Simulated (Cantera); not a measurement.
What does this Cantera script print?

```python
import numpy as np
import cantera as ct

gas_names = """
    B BH BH2 BH3 BN B2 H H2 N NH NH2 NH3 N2 N2H2 N2H4
""".split()
cond_names = """
    B(b) B(L) BN(s)
""".split()


# ... load() reads the species with a 1 bar reference pressure and builds the phases ...
atoms = {
    'B2H6': {'B': 2, 'H': 6},
    'N2': {'N': 2},
    'H2': {'H': 2},
}
top_T = {'BN(s)': 3200}  # K; cautious upper limits of use, not melting points


# ... equilibrate(T, P, feed) seeds the gas with the atoms and calls Mixture.equilibrate('TP', solver="vcs", rtol=1e-11, max_steps=5000) ...
results = []
feed = {'B2H6': 1, 'N2': 3.8, 'H2': 0.16}  # mol
for P in [10, 37, 140, 520, 1900, 7200, 27000, 100000]:
    for T in [1100, 1200, 1300, 1400, 1500, 1600, 1700, 1800, 1900, 2000, 2100, 2200, 2300, 2400]:
        mix = equilibrate(T, P, feed)
        results.append((T, P, feed, dict(zip(mix.species_names, mix.species_moles))))

for T, P, feed, n in results:
    print(f"{T:7g} {P:10.4g}  " + (" + ".join(c for c in cond_names if n.get(c, 0) > 1e-12) or "gas only"))
```

It prints:

```
   1100         10  BN(s)
   1200         10  BN(s)
   1300         10  BN(s)
   1400         10  BN(s)
   1500         10  BN(s)
   1600         10  BN(s)
   1700         10  BN(s)
   1800         10  BN(s)
   1900         10  BN(s)
   2000         10  B(b)
   2100         10  B(b)
   2200         10  B(b)
   2300         10  B(b)
   2400         10  gas only
   1100         37  BN(s)
   1200         37  BN(s)
   1300         37  BN(s)
   1400         37  BN(s)
   1500         37  BN(s)
   1600         37  BN(s)
   1700         37  BN(s)
   1800         37  BN(s)
   1900         37  BN(s)
   2000         37  BN(s)
   2100         37  B(b)
   2200         37  B(b)
   2300         37  B(b)
   2400         37  B(L)
   1100        140  BN(s)
   1200        140  BN(s)
   1300        140  BN(s)
   1400        140  BN(s)
   1500        140  BN(s)
   1600        140  BN(s)
   1700        140  BN(s)
   1800        140  BN(s)
   1900        140  BN(s)
   2000        140  BN(s)
   2100        140  BN(s)
   2200        140  B(b)
   2300        140  B(b)
   2400        140  B(L)
   1100        520  BN(s)
   1200        520  BN(s)
   1300        520  BN(s)
   1400        520  BN(s)
   1500        520  BN(s)
   1600        520  BN(s)
   1700        520  BN(s)
   1800        520  BN(s)
   1900        520  BN(s)
   2000        520  BN(s)
   2100        520  BN(s)
   2200        520  BN(s)
   2300        520  B(b)
   2400        520  B(L)
   1100       1900  BN(s)
   1200       1900  BN(s)
   1300       1900  BN(s)
   1400       1900  BN(s)
   1500       1900  BN(s)
   1600       1900  BN(s)
   1700       1900  BN(s)
   1800       1900  BN(s)
   1900       1900  BN(s)
   2000       1900  BN(s)
   2100       1900  BN(s)
   2200       1900  BN(s)
   2300       1900  BN(s)
   2400       1900  B(L)
   1100       7200  BN(s)
   1200       7200  BN(s)
   1300       7200  BN(s)
   1400       7200  BN(s)
   1500       7200  BN(s)
   1600       7200  BN(s)
   1700       7200  BN(s)
   1800       7200  BN(s)
   1900       7200  BN(s)
   2000       7200  BN(s)
   2100       7200  BN(s)
   2200       7200  BN(s)
   2300       7200  BN(s)
   2400       7200  BN(s)
   1100    2.7e+04  BN(s)
   1200    2.7e+04  BN(s)
   1300    2.7e+04  BN(s)
   1400    2.7e+04  BN(s)
   1500    2.7e+04  BN(s)
   1600    2.7e+04  BN(s)
   1700    2.7e+04  BN(s)
   1800    2.7e+04  BN(s)
   1900    2.7e+04  BN(s)
   2000    2.7e+04  BN(s)
   2100    2.7e+04  BN(s)
   2200    2.7e+04  BN(s)
   2300    2.7e+04  BN(s)
   2400    2.7e+04  BN(s)
   1100      1e+05  BN(s)
   1200      1e+05  BN(s)
   1300      1e+05  BN(s)
   1400      1e+05  BN(s)
   1500      1e+05  BN(s)
   1600      1e+05  BN(s)
   1700      1e+05  BN(s)
   1800      1e+05  BN(s)
   1900      1e+05  BN(s)
   2000      1e+05  BN(s)
   2100      1e+05  BN(s)
   2200      1e+05  BN(s)
   2300      1e+05  BN(s)
   2400      1e+05  BN(s)
```

These are equilibrium values from Cantera (NASA tables, ideal gas, pure condensed phases), not measurements of a reactor. The feed counts by its element totals alone. N2 is the only nitrogen source here; it is nearly inert below about 1500 K, so the nitride shown seldom forms there in practice.
